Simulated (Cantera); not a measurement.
An isothermal, constant-pressure homogeneous reactor starts with 0.951 % H2, 99.0 % O2, equivalence ratio 0.0048, at 1150 K and 0.0267 bar.

Cantera simulation using GRI-Mech 3.0 (53 species, 325 reactions); the numbers are that mechanism's predictions, not measurements. Radical loss at walls, strong at low pressure, is not modelled.

x: mole fraction; the columns are a selection and need not sum to one.

```json
[
 {"t (s)": "1.00e-6", "x H2": "0.00951", "x O2": "0.990", "x H": "6.32e-12", "x H2O2": "<1e-12", "x OH": "<1e-12"},
 {"t (s)": "3.32e-6", "x H2": "0.00951", "x O2": "0.990", "x H": "2.01e-11", "x H2O2": "<1e-12", "x OH": "1.27e-12"},
 {"t (s)": "1.10e-5", "x H2": "0.00951", "x O2": "0.990", "x H": "5.85e-11", "x H2O2": "<1e-12", "x OH": "1.27e-11"},
 {"t (s)": "3.67e-5", "x H2": "0.00951", "x O2": "0.990", "x H": "1.35e-10", "x H2O2": "<1e-12", "x OH": "1.04e-10"},
 {"t (s)": "0.000122", "x H2": "0.00951", "x O2": "0.990", "x H": "2.49e-10", "x H2O2": "<1e-12", "x OH": "6.14e-10"},
 {"t (s)": "0.000405", "x H2": "0.00951", "x O2": "0.990", "x H": "7.63e-10", "x H2O2": "<1e-12", "x OH": "3.57e-9"},
 {"t (s)": "0.00135", "x H2": "0.00951", "x O2": "0.990", "x H": "1.60e-8", "x H2O2": "5.92e-12", "x OH": "8.97e-8"},
 {"t (s)": "0.00447", "x H2": "0.00721", "x O2": "0.988", "x H": "0.000221", "x H2O2": "(withheld)", "x OH": "0.000837"},
 {"t (s)": "0.0149", "x H2": "3.38e-5", "x O2": "0.984", "x H": "0.000294", "x H2O2": "3.63e-8", "x OH": "0.000562"},
 {"t (s)": "0.0494", "x H2": "1.64e-5", "x O2": "0.987", "x H": "9.91e-5", "x H2O2": "3.40e-8", "x OH": "0.000393"},
 {"t (s)": "0.164", "x H2": "3.94e-6", "x O2": "0.990", "x H": "1.19e-5", "x H2O2": "(withheld)", "x OH": "0.000194"},
 {"t (s)": "0.545", "x H2": "5.53e-7", "x O2": "0.990", "x H": "6.49e-7", "x H2O2": "(withheld)", "x OH": "7.41e-5"},
 {"t (s)": "1.81", "x H2": "7.00e-8", "x O2": "0.990", "x H": "3.06e-8", "x H2O2": "(withheld)", "x OH": "2.69e-5"},
 {"t (s)": "6.02", "x H2": "1.07e-8", "x O2": "0.990", "x H": "1.91e-9", "x H2O2": "7.48e-10", "x OH": "1.07e-5"},
 {"t (s)": "20.0", "x H2": "2.13e-9", "x O2": "0.990", "x H": "1.73e-10", "x H2O2": "1.72e-10", "x OH": "4.79e-6"}
]
```

Question: Complete the blanks.

Answer: 
- 0.00447, x H2O2: 6.76e-8
- 0.164, x H2O2: 2.60e-8
- 0.545, x H2O2: 1.25e-8
- 1.81, x H2O2: 3.43e-9
